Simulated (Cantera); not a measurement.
# Sublimation and decomposition of ceramics: Si₃N₄ + N₂

Feed: 1 mol Si₃N₄, 0.12 mol N₂, equilibrated at 580000 Pa.

Method: chemical equilibrium by Gibbs-energy minimisation in Cantera with the NASA 1993 tables (ideal gas, pure condensed phases). Candidate condensed phases: Si, Si₃N₄; 7 gas species. The tables' values for SiN are old estimates; treat these amounts as uncertain. Kinetics and transport are ignored.

From 1823 K to 2223 K the condensed part is Si₃N₄(s). From 2323 K to 3023 K the condensed part is Si(l). The main Si-bearing gas is Si throughout.

| T (K) | x N₂ | x Si | x SiN | x Si₂N | x Si₂ | x Si₃ | n Si₃N₄(s) | n Si(l) |
|---|---|---|---|---|---|---|---|---|
| 1823 | 1.00 | 1.29e-8 | 1.29e-8 | 3.41e-10 | 1.41e-12 | <1e-12 | 1.00 | 0 |
| 1923 | 1.00 | 1.35e-7 | 1.02e-7 | 6.67e-9 | 5.31e-11 | <1e-12 | 1.00 | 0 |
| 2023 | 1.000 | 1.11e-6 | 6.61e-7 | 9.63e-8 | 1.38e-9 | 3.32e-11 | 1.00 | 0 |
| 2123 | 1.000 | 7.49e-6 | 3.56e-6 | 1.07e-6 | 2.62e-8 | 1.36e-9 | 1.000 | 0 |
| 2223 | 1.000 | 4.23e-5 | 1.65e-5 | 9.53e-6 | 3.79e-7 | 3.91e-8 | 1.000 | 0 |
| 2323 | 1.000 | 0.000197 | 6.36e-5 | 6.39e-5 | 3.95e-6 | 7.32e-7 | 0 | 3.00 |
| 2423 | 0.999 | 0.000452 | 0.000123 | 0.000115 | 1.07e-5 | 1.91e-6 | 0 | 3.00 |
| 2523 | 0.999 | 0.000971 | 0.000227 | 0.000199 | 2.68e-5 | 4.59e-6 | 0 | 3.00 |
| 2623 | 0.997 | 0.00197 | 0.000399 | 0.000327 | 6.24e-5 | 1.03e-5 | 0 | 2.99 |
| 2723 | 0.995 | 0.00378 | 0.000672 | 0.000518 | 0.000136 | 2.17e-5 | 0 | 2.99 |
| 2823 | 0.991 | 0.00693 | 0.00109 | 0.000792 | 0.000281 | 4.33e-5 | 0 | 2.98 |
| 2923 | 0.984 | 0.0122 | 0.00170 | 0.00117 | 0.000549 | 8.22e-5 | 0 | 2.96 |
| 3023 | 0.974 | 0.0206 | 0.00258 | 0.00169 | 0.00103 | 0.000149 | 0 | 2.94 |
x: gas mole fraction; n: condensed amount in mol.
